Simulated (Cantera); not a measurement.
Feed: 1 mol AlN, 0.68 mol C, 1.8 mol N2, at 2202 °C and 0.350 bar.

Cantera equilibrium calculation (NASA polynomials, part measured and part estimated; ideal gas, pure solids and liquids). Candidate condensed phases: Al, AlN, C; 16 gas species. Equilibrium is a limit: real reactors are often held back by kinetics, nucleation or transport.

Base state: N2 0.848, Al 0.151, Al2 0.000329, CN 0.000130, C2N2 5.66e-5 (mole fractions); condensed: AlN(s) + C(graphite).

Question: What changes in the equilibrium state with this change: 0.0019 mol CO2 added?

Answer: 
```
species             before     after
----------------  --------  --------
N2                   0.848     0.846
Al                   0.151     0.151
CO                       0   0.00160
Al2O                     0   2.41e-5
Al2               0.000329  0.000330
C2N2               5.66e-5   5.65e-5
AlN(s), mol          0.646     0.645
C(graphite), mol     0.679     0.678
```
Further candidate phases: Al2O3.

Question: What changes in the equilibrium state with this change: temperature from 2202 °C to 2725 °C?

Answer: 
```csv
species,before,after
N2,0.848,0.692
Al,0.151,0.301
CN,0.000130,0.00453
C5,2.56e-9,1.59e-5
C2,8.79e-8,8.87e-5
C3,9.59e-7,0.000874
C,3.36e-7,0.000142
"AlN(s), mol",0.646,0
"C(graphite), mol",0.679,0.650
```
